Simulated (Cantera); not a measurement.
Hydrocarbon pyrolysis for carbon deposition

An isothermal, constant-pressure homogeneous reactor starts with C2H4 : H2 = 1 : 2.5 (molar parts), at 1375 K and 370 Pa.

Computed with Cantera and GRI-Mech 3.0 (53 species, 325 reactions). GRI-Mech 3.0 was tuned for natural gas; its chemistry of ethylene as a main component is partial and can be far from experiment. GRI-Mech 3.0 stops at C3 and has no aromatics, soot or wall deposition, so with more carbon than oxygen in the feed, carbon stays in small species such as C2H2 where larger ones or solid carbon would form. Radical loss at walls, strong at low pressure, is not modelled.

```json
[
 {"t (s)": "2.00e-5", "x C2H4": "0.286", "x H2": "0.714", "x C2H2": "3.13e-7", "x C2H": "<1e-12", "x H": "5.37e-11", "x CH3": "<1e-12"},
 {"t (s)": "7.17e-5", "x C2H4": "0.286", "x H2": "0.714", "x C2H2": "1.12e-6", "x C2H": "<1e-12", "x H": "1.84e-10", "x CH3": "<1e-12"},
 {"t (s)": "0.000257", "x C2H4": "0.286", "x H2": "0.714", "x C2H2": "4.02e-6", "x C2H": "<1e-12", "x H": "6.45e-10", "x CH3": "<1e-12"},
 {"t (s)": "0.000921", "x C2H4": "0.286", "x H2": "0.714", "x C2H2": "1.44e-5", "x C2H": "<1e-12", "x H": "2.38e-9", "x CH3": "<1e-12"},
 {"t (s)": "0.00330", "x C2H4": "0.286", "x H2": "0.714", "x C2H2": "5.17e-5", "x C2H": "<1e-12", "x H": "8.73e-9", "x CH3": "1.75e-12"},
 {"t (s)": "0.0118", "x C2H4": "0.285", "x H2": "0.714", "x C2H2": "0.000186", "x C2H": "<1e-12", "x H": "3.15e-8", "x CH3": "9.24e-12"},
 {"t (s)": "0.0424", "x C2H4": "0.285", "x H2": "0.714", "x C2H2": "0.000671", "x C2H": "<1e-12", "x H": "1.14e-7", "x CH3": "5.49e-11"},
 {"t (s)": "0.152", "x C2H4": "0.283", "x H2": "0.715", "x C2H2": "0.00248", "x C2H": "1.19e-12", "x H": "4.25e-7", "x CH3": "4.28e-10"},
 {"t (s)": "0.545", "x C2H4": "0.273", "x H2": "0.717", "x C2H2": "0.00990", "x C2H": "1.90e-11", "x H": "1.70e-6", "x CH3": "3.49e-9"},
 {"t (s)": "1.95", "x C2H4": "0.231", "x H2": "0.726", "x C2H2": "0.0428", "x C2H": "1.85e-10", "x H": "3.89e-6", "x CH3": "1.24e-8"},
 {"t (s)": "7.00", "x C2H4": "0.117", "x H2": "0.752", "x C2H2": "0.131", "x C2H": "7.73e-10", "x H": "5.49e-6", "x CH3": "2.18e-8"}
]
```
x: mole fraction; the columns are a selection and need not sum to one.

Equilibrium at this temperature and pressure: C2H4 0.000697, H2 0.774, C2H2 0.220, C2H 1.15e-8, H 4.99e-5, CH3 5.61e-6 (gas phase only).
